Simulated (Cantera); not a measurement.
A closed system holds: 1 mol Cu₂O, 310 mol H₂, 0.33 mol H₂O.

Equilibrium computed with Cantera from the NASA thermochemical tables; the gas is ideal and each condensed phase is pure. Candidate condensed phases: Cu, CuO, Cu(OH)₂, Cu₂O, H₂O; 12 gas species. Kinetics and transport are ignored.

Question: What condenses at these points (T in °C, P in Pa): (1075, 1400); (1525, 52); (1475, 270); (925, 1400)?

Answer: 
```csv
T (°C),P in Pa,condensed phases,Cu condensed (%)
1075,1400,Cu,99.5
1525,52,gas only,0.0
1475,270,gas only,0.0
925,1400,Cu,100.0
```
